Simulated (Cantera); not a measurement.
A perfectly stirred reactor is fed with CO : O2 : H2O : N2 = 0.009 : 0.01 : 0.021 : 1 (molar parts), at 1.40 bar; it is held at 1475 K, and followed from long to short residence time.

Cantera simulation using GRI-Mech 3.0 (53 species, 325 reactions); the numbers are that mechanism's predictions, not measurements.

**Question.** What does this change do: pressure from 1.40 bar to 10.0 bar?

**Answer.** 
```json
[
 {"quantity": "x(CO) at τ = 4.50 s", "before": "1.72e-5", "after": "6.26e-6"},
 {"quantity": "x(O2) at τ = 4.50 s", "before": "0.00531", "after": "0.00531"},
 {"quantity": "x(H2O) at τ = 4.50 s", "before": "0.0203", "after": "0.0203"},
 {"quantity": "x(H2O2) at τ = 4.50 s", "before": "4.02e-9", "after": "2.74e-9"},
 {"quantity": "x(O) at τ = 4.50 s", "before": "2.66e-6", "after": "2.29e-7"},
 {"quantity": "x(CO) at τ = 27.0 ms", "before": "0.000504", "after": "0.000249"},
 {"quantity": "x(O2) at τ = 27.0 ms", "before": "0.00555", "after": "0.00543"},
 {"quantity": "x(H2O) at τ = 27.0 ms", "before": "0.0200", "after": "0.0202"},
 {"quantity": "x(H2O2) at τ = 27.0 ms", "before": "5.66e-8", "after": "3.68e-8"},
 {"quantity": "x(O) at τ = 27.0 ms", "before": "6.63e-5", "after": "4.33e-6"}
]
```
